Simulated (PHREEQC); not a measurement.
0.14 g of hydrous ferric oxide (600 m²/g; 0.2 weak and 0.005 strong sites per Fe, Dzombak-Morel constants, diffuse double layer) in 1 kg of water with 0.001 mol/kgw of an inert sodium salt and 9.6e-06 mol NiCl2 and 3.9e-05 mol MnCl2, at 25 °C; the pH is set by adding NaOH or the inert anion's acid. The system is closed to oxygen. CO2 from the air is kept out. Precipitation was switched off in this run.

Computed with PHREEQC (ion-association model, wateq4f.dat).

### Question
Predict Ni sorbed (%), surface charge σ (C/m²) at pH = 7.5, 8.5, 10.5, 12.

### Answer
```tsv
pH	Ni sorbed (%)	surface charge σ (C/m²)
7.5	83.3	0.004
8.5	99.5	0.000
10.5	100.0	-0.021
12	99.3	-0.155
```

Species that the database lacks are ignored.
